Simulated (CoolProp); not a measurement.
R227EA along the isobar 3.19 MPa: fugacity coefficient from the reference equation and from simpler models built on Tc = 374.9 K, pc = 2.925 MPa, ω = 0.358; each cubic takes its own stable root.

Computed with CoolProp (reference Helmholtz-energy equation of state, Lemmon 2016).

```json
[
 {"T (K)": "353.4", "phase": "liquid", "reference": "0.4596", "van der Waals": "0.5645", "Redlich-Kwong": "0.5040", "Soave-Redlich-Kwong": "0.4721", "Peng-Robinson": "0.4543"},
 {"T (K)": "370.8", "phase": "liquid", "reference": "0.5872", "van der Waals": "0.6382", "Redlich-Kwong": "0.6028", "Soave-Redlich-Kwong": "0.5970", "Peng-Robinson": "0.5751"},
 {"T (K)": "388.1", "phase": "supercritical", "reference": "0.6819", "van der Waals": "0.6978", "Redlich-Kwong": "0.6766", "Soave-Redlich-Kwong": "0.6861", "Peng-Robinson": "0.6615"},
 {"T (K)": "405.5", "phase": "supercritical", "reference": "0.7332", "van der Waals": "0.7342", "Redlich-Kwong": "0.7202", "Soave-Redlich-Kwong": "0.7377", "Peng-Robinson": "0.7124"},
 {"T (K)": "422.9", "phase": "supercritical", "reference": "0.7728", "van der Waals": "0.7631", "Redlich-Kwong": "0.7548", "Soave-Redlich-Kwong": "0.7786", "Peng-Robinson": "0.7531"},
 {"T (K)": "440.3", "phase": "supercritical", "reference": "0.8051", "van der Waals": "0.7874", "Redlich-Kwong": "0.7836", "Soave-Redlich-Kwong": "0.8125", "Peng-Robinson": "0.7870"},
 {"T (K)": "457.6", "phase": "supercritical", "reference": "0.8320", "van der Waals": "0.8082", "Redlich-Kwong": "0.8080", "Soave-Redlich-Kwong": "0.8409", "Peng-Robinson": "0.8157"},
 {"T (K)": "475", "phase": "supercritical", "reference": "0.8549", "van der Waals": "0.8264", "Redlich-Kwong": "0.8291", "Soave-Redlich-Kwong": "0.8654", "Peng-Robinson": "0.8406"}
]
```
